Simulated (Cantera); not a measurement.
A freely propagating, adiabatic, planar premixed flame of H2 : O2 : N2 = 0.8 : 0.208 : 0.854 (molar parts), equivalence ratio 1.9, unburnt at 625 K and 6.10 bar; mixture-averaged transport, grid criteria slope 0.08 and curve 0.16, no radiation.

Detailed kinetics in Cantera: the H2/O2 subset of GRI-Mech 3.0, which has no nitrogen chemistry. The hydrogen kinetics of GRI-Mech 3.0 are dated; newer H2 mechanisms differ, most at raised pressure. Burning velocities carry a grid error of a few per cent, more on coarse grids.

x: mole fraction of selected species; z is measured from the peak of heat release.

```json
[
 {"z (mm)": "-0.136", "T (K)": "625", "u (m/s)": "9.12", "x H2": "0.430", "x O2": "0.112", "x O": "<1e-8", "x H2O": "<1e-8", "x OH": "<1e-8", "x H": "<1e-8"},
 {"z (mm)": "-0.0907", "T (K)": "625", "u (m/s)": "9.12", "x H2": "0.430", "x O2": "0.112", "x O": "<1e-8", "x H2O": "1.13e-8", "x OH": "<1e-8", "x H": "<1e-8"},
 {"z (mm)": "-0.0681", "T (K)": "625", "u (m/s)": "9.12", "x H2": "0.430", "x O2": "0.112", "x O": "<1e-8", "x H2O": "1.72e-7", "x OH": "<1e-8", "x H": "<1e-8"},
 {"z (mm)": "-0.0454", "T (K)": "626", "u (m/s)": "9.13", "x H2": "0.429", "x O2": "0.112", "x O": "2.29e-8", "x H2O": "4.41e-6", "x OH": "<1e-8", "x H": "2.43e-8"},
 {"z (mm)": "-0.0227", "T (K)": "675", "u (m/s)": "9.72", "x H2": "0.420", "x O2": "0.112", "x O": "1.42e-5", "x H2O": "0.00204", "x OH": "7.50e-5", "x H": "0.000160"},
 {"z (mm)": "-0.0113", "T (K)": "944", "u (m/s)": "13.2", "x H2": "0.384", "x O2": "0.104", "x O": "0.000292", "x H2O": "0.0268", "x OH": "0.000890", "x H": "0.00453"},
 {"z (mm)": "0", "T (K)": "1348", "u (m/s)": "18.3", "x H2": "0.314", "x O2": "0.0747", "x O": "0.00174", "x H2O": "0.0936", "x OH": "0.00210", "x H": "0.0227"},
 {"z (mm)": "0.0113", "T (K)": "1645", "u (m/s)": "22.1", "x H2": "0.248", "x O2": "0.0343", "x O": "0.00252", "x H2O": "0.172", "x OH": "0.00389", "x H": "0.0433"},
 {"z (mm)": "0.0227", "T (K)": "1800", "u (m/s)": "24.1", "x H2": "0.216", "x O2": "0.0122", "x O": "0.00181", "x H2O": "0.215", "x OH": "0.00470", "x H": "0.0513"},
 {"z (mm)": "0.0454", "T (K)": "1934", "u (m/s)": "25.7", "x H2": "0.206", "x O2": "(withheld)", "x O": "(withheld)", "x H2O": "0.236", "x OH": "0.00491", "x H": "0.0473"},
 {"z (mm)": "0.0907", "T (K)": "2043", "u (m/s)": "27.0", "x H2": "0.211", "x O2": "0.000323", "x O": "0.000535", "x H2O": "0.242", "x OH": "0.00436", "x H": "0.0354"},
 {"z (mm)": "0.181", "T (K)": "2134", "u (m/s)": "28.0", "x H2": "0.217", "x O2": "0.000134", "x O": "0.000261", "x H2O": "0.245", "x OH": "0.00335", "x H": "0.0237"},
 {"z (mm)": "0.363", "T (K)": "2201", "u (m/s)": "28.7", "x H2": "0.222", "x O2": "(withheld)", "x O": "(withheld)", "x H2O": "0.248", "x OH": "(withheld)", "x H": "(withheld)"}
]
```

Some entries are withheld; supply them.


- 0.0454, x O2: 0.00175
- 0.0454, x O: 0.000946
- 0.363, x O2: 5.43e-5
- 0.363, x O: 0.000105
- 0.363, x OH: 0.00228
- 0.363, x H: 0.0147
